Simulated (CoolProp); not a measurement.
Values from CoolProp's reference Helmholtz-energy equation of state, Thol 2017.

### Question
Give the vapour pressure (MPa), vapour density (kg/m³), enthalpy of vaporisation (kJ/kg), liquid cp (kJ/(kg K)) of saturated decamethyltetrasiloxane (MD2M) at 531.1, 553 K.

### Answer
```
T (K)  p (MPa)  vapour density (kg/m³)  enthalpy of vaporisation (kJ/kg)  liquid cp (kJ/(kg K))
-----  -------  ----------------------  --------------------------------  ---------------------
531.1    0.379                    33.3                               102                   2.28
553      0.551                    51.2                              88.6                   2.37
```
